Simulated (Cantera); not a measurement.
## Equilibrium for halide evaporation, hydrolysis and transport: BaF2 + O2 + N2 + HF

Charge: 1 mol BaF2, 0.29 mol O2, a varied amount of N2, 0.14 mol HF, held at 1300 °C and 2000 Pa.

Method: chemical equilibrium by Gibbs-energy minimisation in Cantera with the NASA 1993 tables (ideal gas, pure condensed phases). Candidate condensed phases: Ba, BaF2, BaO, Ba(OH)2, H2O; 45 gas species. Equilibrium is a limit: real reactors are often held back by kinetics, nucleation or transport.

```csv
n(N2) (mol),log p N2,log p O2,log p HF,log p BaF2,n BaF2(s)
0.11,-2.39,-1.97,-2.29,-3.94,0.997
0.33,-2.06,-2.12,-2.44,-3.94,0.996
0.54,-1.96,-2.23,-2.54,-3.94,0.994
0.76,-1.90,-2.32,-2.63,-3.94,0.993
0.98,-1.86,-2.39,-2.70,-3.94,0.992
1.2,-1.83,-2.45,-2.77,-3.94,0.991
1.4,-1.82,-2.50,-2.82,-3.94,0.989
1.6,-1.81,-2.55,-2.86,-3.94,0.988
1.9,-1.79,-2.61,-2.92,-3.94,0.987
2.1,-1.78,-2.64,-2.96,-3.94,0.985
2.3,-1.78,-2.68,-2.99,-3.94,0.984
2.5,-1.77,-2.71,-3.02,-3.94,0.983
2.7,-1.77,-2.74,-3.05,-3.94,0.982
```
log p: log10 of the partial pressure in bar; n: condensed amount in mol.

From 0.11 mol N2 to 2.7 mol N2 the condensed part is BaF2(s). The main Ba-bearing gas is BaF2 throughout. The share of Ba in condensed phases is highest at 0.11 mol N2 (99.7 %) and lowest at 2.7 mol N2 (98.2 %).
